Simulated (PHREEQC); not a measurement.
Dissolve 43 mmol/kgw HNO3 at 25 °C. Closed to the air; pH follows from the charge balance.

The numbers come from PHREEQC with the ion-association model, phreeqc.dat.

```
Quantity                      Result
--------------------  --------------
pH                              1.43
ionic strength        0.0430 mol/kgw
specific conductance     15900 µS/cm
total alkalinity        -43.0 meq/kg
```

```
species  molality  activity   log γ
-------  --------  --------  ------
H+         0.0430    0.0370  -0.066
NO3-       0.0430    0.0351  -0.088
```

Precipitation was switched off in this run. Species that the database lacks are ignored.
